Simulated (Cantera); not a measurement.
**Ignition delay**

Mixture: CH4 : C2H6 : C3H8 : O2 : N2 = 1 : 0.2 : 0.66 : 6.19 : 23.3 (molar parts), equivalence ratio 0.97, at 1.30 bar, adiabatic and at constant volume. Ignition delay is the time to a rise of 400 K.

Computed with Cantera and GRI-Mech 3.0 (53 species, 325 reactions). GRI-Mech 3.0 was tuned for natural gas; its chemistry of propane as a main component is partial and can be far from experiment.

| T0 (K) | delay (ms) |
|---|---|
| 1225 | 2.23 |
| 1300 | 0.696 |
| 1375 | 0.255 |
| 1450 | 0.110 |
| 1525 | 0.0550 |
| 1600 | 0.0311 |
| 1675 | 0.0195 |
| 1750 | 0.0132 |
| 1825 | 0.00953 |
| 1900 | 0.00722 |

```
Quantity                                                Result
--------------------------------------------------  ----------
apparent activation energy between 1750 and 1900 K  110 kJ/mol
```
